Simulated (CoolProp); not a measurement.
Vapour-liquid equilibrium of carbon dioxide (1) + propylene (2) at 271 K; x and y are mole fractions of (1).

Model: multi-fluid Helmholtz-energy mixture model, Span 1996 and Lemmon 2013; pair parameters Bell 2016, in CoolProp.

| x | bubble pressure (MPa) | y at the bubble point | dew pressure at overall composition x (MPa) | liquid density (mol/L) |
|---|---|---|---|---|
| 0.05 | … | 0.279 | 0.5764 | 13.30 |
| 0.15 | 1.145 | … | … | 13.82 |
| 0.25 | 1.489 | … | 0.7273 | 14.37 |
| 0.35 | 1.789 | 0.731 | 0.8344 | … |
| 0.45 | 2.052 | 0.781 | 0.9762 | 15.60 |
| 0.55 | 2.289 | 0.820 | 1.172 | 16.30 |
| 0.65 | … | 0.856 | 1.456 | 17.10 |
| 0.75 | 2.728 | 0.891 | 1.884 | … |
| 0.85 | 2.949 | 0.929 | 2.476 | 19.15 |
| 0.95 | 3.176 | 0.974 | 3.060 | 20.54 |

### Question
Some entries are withheld; supply them.

### Answer

- 0.05, bubble pressure (MPa): 0.7559
- 0.15, y at the bubble point: 0.538
- 0.15, dew pressure at overall composition x (MPa): 0.6436
- 0.25, y at the bubble point: 0.659
- 0.35, liquid density (mol/L): 14.96
- 0.65, bubble pressure (MPa): 2.511
- 0.75, liquid density (mol/L): 18.03

No azeotrope shows between x = 0.05 and 0.95.

The pair parameters rest on a limited set of measurements; away from them the model extrapolates.
